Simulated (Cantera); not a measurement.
A perfectly stirred reactor is fed with 22.7 % C2H6, 77.3 % N2, at 950 Pa; it is held at 1323 K, and followed from long to short residence time.

Cantera simulation using GRI-Mech 3.0 (53 species, 325 reactions); the numbers are that mechanism's predictions, not measurements. GRI-Mech 3.0 stops at C3 and has no aromatics, soot or wall deposition, so with more carbon than oxygen in the feed, carbon stays in small species such as C2H2 where larger ones or solid carbon would form. Radical loss at walls, strong at low pressure, is not modelled.

One state of this run: x C2H6 = 0.0348; x H = 6.57e-5; x C2H4 = 0.0792; x CH2 = 2.60e-7; x CH3 = 0.00119; x C2H = 1.15e-8. x: mole fraction; the columns are a selection and need not sum to one.

**Question.** Which value of τ (s) does it belong to?
A) 0.014
B) 0.13
C) 0.39
D) 0.0048

**Answer.** B, 0.13
